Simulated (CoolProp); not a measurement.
R1123 along the isobar 17.2 MPa: fugacity coefficient from the reference equation and from simpler models built on Tc = 331.7 K, pc = 4.549 MPa, ω = 0.243; each cubic takes its own stable root.

Model: reference Helmholtz-energy equation of state, Akasaka 2020, in CoolProp.

| T (K) | phase | reference |
|---|---|---|
| 243 | liquid | 0.03627 |
| 257.9 | liquid | 0.05800 |
| 272.9 | liquid | 0.08688 |
| 287.8 | liquid | 0.1226 |
| 302.8 | liquid | 0.1654 |
| 317.8 | liquid | 0.2141 |
| 332.7 | supercritical | 0.2672 |
| 347.7 | supercritical | 0.3238 |
| 362.6 | supercritical | 0.3816 |
| 377.6 | supercritical | 0.4397 |
| 392.5 | supercritical | 0.4956 |

**Question.** How far does each simpler model (Redlich-Kwong, Soave-Redlich-Kwong, Peng-Robinson) lie from the reference over these 11 states: mean and median of the absolute difference, and the worst?

**Answer.** 
- Redlich-Kwong: mean 17.6 %, median 12.3 %, worst +51.0 % at 243 K and 17.2 MPa
- Soave-Redlich-Kwong: mean 7.7 %, median 8.0 %, worst +8.3 % at 317.8 K and 17.2 MPa
- Peng-Robinson: mean 0.8 %, median 0.6 %, worst -1.6 % at 243 K and 17.2 MPa
